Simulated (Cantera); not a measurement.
Silicon nitride deposition: SiH4 + N2

Input: 1 mol SiH4, a varied amount of N2, at 75.0 Torr.

These are equilibrium values from Cantera (NASA tables, ideal gas, pure condensed phases), not measurements of a reactor. Candidate condensed phases: Si, Si3N4; 18 gas species. N2 is the only nitrogen source here; it is nearly inert below about 1500 K, so the nitride shown seldom forms there in practice. Mutual solubility and eutectic melting of coexisting phases are not modelled. The numbers say what is thermodynamically allowed, not how fast it happens.

Question: Map the stable condensed phases over T = 975, 1050, 1125, 1200, 1275, 1350, 1425, 1500, 1575, 1650, 1725, 1800, 1875, 1950 K and n(N2) in mol = 1, 1.4, 1.9, 2.6, 3.5, 4.8, 6.5, 8.9, 12, 17, 23, 31, 42.

Answer: 
```
T in K \ n(N2) in mol
           1 1.4 1.9 2.6 3.5 4.8 6.5 8.9  12  17  23  31  42
   1950    A   A   A   A   A   A   A   A   B   B   B   B   B
   1875    C   C   B   B   B   B   B   B   B   B   B   B   B
   1800    B   B   B   B   B   B   B   B   B   B   B   B   B
   1725    B   B   B   B   B   B   B   B   B   B   B   B   B
   1650    B   B   B   B   B   B   B   B   B   B   B   B   B
   1575    B   B   B   B   B   B   B   B   B   B   B   B   B
   1500    B   B   B   B   B   B   B   B   B   B   B   B   B
   1425    B   B   B   B   B   B   B   B   B   B   B   B   B
   1350    B   B   B   B   B   B   B   B   B   B   B   B   B
   1275    B   B   B   B   B   B   B   B   B   B   B   B   B
   1200    B   B   B   B   B   B   B   B   B   B   B   B   B
   1125    B   B   B   B   B   B   B   B   B   B   B   B   B
   1050    B   B   B   B   B   B   B   B   B   B   B   B   B
    975    B   B   B   B   B   B   B   B   B   B   B   B   B
```
A: Si; B: Si3N4; C: Si + Si3N4.
